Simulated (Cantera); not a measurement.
Feed: 1 mol SiCl₄, 1.6 mol H₂, held at 13300 Pa.

Cantera equilibrium calculation (NASA polynomials, part measured and part estimated; ideal gas, pure solids and liquids). Candidate condensed phases: Si; 19 gas species. The tables' values for SiCl₃ are old estimates; treat these amounts as uncertain. The numbers say what is thermodynamically allowed, not how fast it happens.

x: gas mole fraction; nothing condenses.

| T (°C) | x H₂ | x SiCl₄ | x HCl | x SiHCl₃ |
|---|---|---|---|---|
| 252 | 0.614 | 0.384 | 0.000923 | 0.000922 |
| 327 | 0.613 | 0.382 | … | … |
| 402 | 0.610 | 0.379 | 0.00551 | 0.00550 |
| 477 | 0.605 | 0.374 | 0.0102 | 0.0101 |
| 552 | 0.599 | 0.368 | 0.0166 | 0.0164 |
| 627 | 0.591 | 0.360 | … | … |
| 702 | 0.580 | 0.349 | 0.0353 | 0.0328 |

**Question.** Some entries are withheld; supply them.

**Answer.** 
- 327, x HCl: 0.00254
- 327, x SiHCl₃: 0.00254
- 627, x HCl: 0.0249
- 627, x SiHCl₃: 0.0242
